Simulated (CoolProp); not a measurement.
Decamethylcyclopentasiloxane (D5) along the isotherm 470 K: density (kg/m³) from the reference equation and from simpler models built on Tc = 618.3 K, pc = 10.78 bar, ω = 0.631; each cubic takes its own stable root.

The numbers come from the reference Helmholtz-energy equation of state, Thol 2019 in CoolProp.

| p (bar) | phase | reference | Redlich-Kwong | Peng-Robinson |
|---|---|---|---|---|
| 4.9 | liquid | 763.8 | 605.5 | 756.0 |
| 9.8 | liquid | 766.4 | 614.9 | 760.7 |
| 14.7 | liquid | 768.9 | 623.2 | 765.1 |
| 19.6 | liquid | 771.4 | 630.8 | 769.3 |
| 24.5 | liquid | 773.7 | 637.7 | 773.2 |
| 29.4 | liquid | 776.0 | 644.0 | 777.0 |
| 34.3 | liquid | 778.2 | 649.8 | 780.6 |
| 39.2 | liquid | 780.4 | 655.3 | 784.0 |
| 44.1 | liquid | 782.4 | 660.4 | 787.2 |
| 49 | liquid | 784.5 | 665.2 | 790.4 |
| 53.9 | liquid | 786.4 | 669.8 | 793.4 |
